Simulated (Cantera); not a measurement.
A Cantera script and what it prints.

```python
import numpy as np
import cantera as ct

gas_names = """
    H HI HNO HNO2 HNO3 HO2 H2 H2O H2O2 I I2 N NH NH2 NH3 NH2OH NO NO2 NO3 N2 N2H2 N2H4 N2O Na NaH NaI
    NaO NaOH Na2 Na2O Na2O2H2 O OH O2 O3
""".split()
cond_names = """
    H2O(s) H2O(L) I2(cr) I2(L) Na(cr) Na(L) NaI(s) NaI(L) NaOH(a) NaOH(L) NaO2(s) Na2O(c) Na2O(a)
    Na2O(L) Na2O2(a) Na2O2(b)
""".split()


# ... load() reads the species with a 1 bar reference pressure and builds the phases ...
atoms = {
    'NaI': {'Na': 1, 'I': 1},
    'H2O': {'H': 2, 'O': 1},
    'N2': {'N': 2},
}
top_T = {'NaO2(s)': 800, 'Na2O2(b)': 940}  # K; cautious upper limits of use, not melting points


# ... equilibrate(T, P, feed) seeds the gas with the atoms and calls Mixture.equilibrate('TP', solver="vcs", rtol=1e-11, max_steps=5000) ...
results = []
feed = {'NaI': 1, 'H2O': 0.081, 'N2': 0.84}  # mol
P = 1333.22  # Pa
for T in [1175, 1275, 1375, 1475, 1575, 1675, 1775, 1875, 1975, 2075]:
    mix = equilibrate(T, P, feed)
    results.append((T, P, feed, dict(zip(mix.species_names, mix.species_moles))))

top = {s: max(r[3][s] / sum(r[3][g] for g in gas_names) for r in results) for s in gas_names}
cols = sorted((s for s in top if top[s] > 1e-05), key=lambda s: -top[s])[:6]
seen = [c for c in cond_names if any(r[3].get(c, 0) > 1e-12 for r in results)]
print("log10 of partial pressures in bar; condensed amounts in mol")
print(f"{'T/K':>10s}" + "".join(f"{s[:9]:>10s}" for s in cols + seen))
for T, P, feed, n in results:
    ng = sum(n[g] for g in gas_names)
    print(f"{T:10.4g}" + "".join(f"{np.log10(max(n[s] / ng * P / 1e5, 1e-99)):10.3f}" for s in cols)
          + "".join(f"{n.get(c, 0):10.4g}" for c in seen))
```

It prints:

```
log10 of partial pressures in bar; condensed amounts in mol
       T/K       NaI        N2         I        Na       H2O        H2
      1175    -2.159    -2.234    -5.306    -5.729    -3.253    -5.813
      1275    -2.160    -2.235    -4.861    -5.106    -3.255    -5.527
      1375    -2.162    -2.235    -4.454    -4.599    -3.259    -5.302
      1475    -2.166    -2.237    -4.089    -4.178    -3.265    -5.117
      1575    -2.175    -2.240    -3.763    -3.820    -3.274    -4.963
      1675    -2.191    -2.245    -3.476    -3.514    -3.286    -4.826
      1775    -2.219    -2.254    -3.226    -3.251    -3.305    -4.694
      1875    -2.263    -2.267    -3.010    -3.026    -3.331    -4.559
      1975    -2.330    -2.286    -2.828    -2.839    -3.368    -4.419
      2075    -2.426    -2.309    -2.681    -2.688    -3.419    -4.285
```

These are equilibrium values from Cantera (NASA tables, ideal gas, pure condensed phases), not measurements of a reactor. Gases not in the tables: NaBr and NaI dimers.
